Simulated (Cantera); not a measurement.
Feed: 1 mol MgO, 0.54 mol SO2, 0.74 mol H2O, 1.2 mol SO3, at 1675 K and 9750 Torr.

These are equilibrium values from Cantera (NASA tables, ideal gas, pure condensed phases), not measurements of a reactor. Candidate condensed phases: H2O, H2SO4, Mg, MgO, Mg(OH)2, MgS, MgSO4, S; 26 gas species. Rates play no part.

Task: What is the equilibrium state?

Result: 
```
Property                             Result
--------------------------------  ---------
x(SO2)                                0.554
x(H2O)                                0.242
x(O2)                                 0.189
x(SO3)                               0.0146
x(OH)                              0.000244
x(O)                                4.12e-6
x(H2SO4)                            3.16e-6
x(H2)                               2.38e-6
x(HO2)                              1.63e-6
n(MgO(s))                         1.000 mol
gas amount                        3.058 mol
log10 activity of S(l) (absent)       -8.37
log10 activity of Mg(l) (absent)     -13.14
```
